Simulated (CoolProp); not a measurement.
Vapour-liquid equilibrium of R113 (1) + benzene (2) at 319.5 K; x and y are mole fractions of (1).

Computed with CoolProp (multi-fluid Helmholtz-energy mixture model, Marx 1992 and Thol 2012; pair parameters Bell 2016).

Task: Give the bubble pressure and the first vapour's composition at x = 0.05, 0.5, 0.8. Is there an azeotrope?

Result: x = 0.05: 38.87 kPa, y = 0.227; x = 0.5: 74.03 kPa, y = 0.742; x = 0.8: 88.29 kPa, y = 0.893. No azeotrope shows between x = 0.05 and 0.95.

Pair parameters are fitted to limited data, so mixtures are less certain than the pure fluids.
